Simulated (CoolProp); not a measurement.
Properties of octamethylcyclotetrasiloxane (D4) along the isobar 0.567 MPa (Tc = 313.4 °C, pc = 1.347 MPa, ω = 0.598).

The numbers come from the reference Helmholtz-energy equation of state, Thol 2015 in CoolProp.

```
T (°C)   phase  cp (kJ/(kg K))  speed of sound (m/s)  isothermal compressibility (1/MPa)
------  ------  --------------  --------------------  ----------------------------------
36.85   liquid           1.690                 880.2                            0.001665
57.55   liquid           1.727                 813.3                            0.001986
78.25   liquid           1.768                 748.7                            0.002390
98.95   liquid           1.812                 686.3                            0.002904
119.65  liquid           1.858                 626.0                            0.003573
140.45  liquid           1.907                 567.1                            0.004468
161.15  liquid           1.957                 509.8                            0.005693
181.85  liquid           2.008                 453.4                            0.007444
202.55  liquid           2.063                 397.2                             0.01010
223.25  liquid           2.124                 340.0                             0.01448
243.95  liquid           2.198                 280.1                             0.02277
264.75     gas           2.008                 89.70                               2.608
285.45     gas           2.014                 98.46                               2.353
306.15     gas           2.033                 105.3                               2.207
326.85     gas           2.058                 111.0                               2.113
```
